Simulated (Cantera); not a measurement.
Feed: 1 mol PH3, 0.89 mol H2O, 1.5 mol H2, equilibrated at 2248.15 K and 1130 Torr.

Equilibrium computed with Cantera from the NASA thermochemical tables; the gas is ideal and each condensed phase is pure. Candidate condensed phases: H2O, P, P4O10; 17 gas species. Gases not in the tables: HPO2, HPO3 and P4O6. The numbers say what is thermodynamically allowed, not how fast it happens.

Base state: H2 0.730, H2O 0.122, P2 0.0780, PO 0.0528, PO2 0.0102, H 0.00513, P 0.000493, PH 0.000425 (mole fractions); condensed: gas only.

What changes in the equilibrium state with this change: temperature from 2248.15 K to 975 K?


```
species    before    after
-------  --------  -------
H2          0.730    0.827
H2O         0.122    0.111
P4        3.23e-5   0.0491
P2         0.0780  0.00139
PO         0.0528  1.77e-7
P4O10       <1e-9   0.0104
PO2        0.0102  3.01e-7
H         0.00513    <1e-9
P        0.000493    <1e-9
PH       0.000425    <1e-9
```
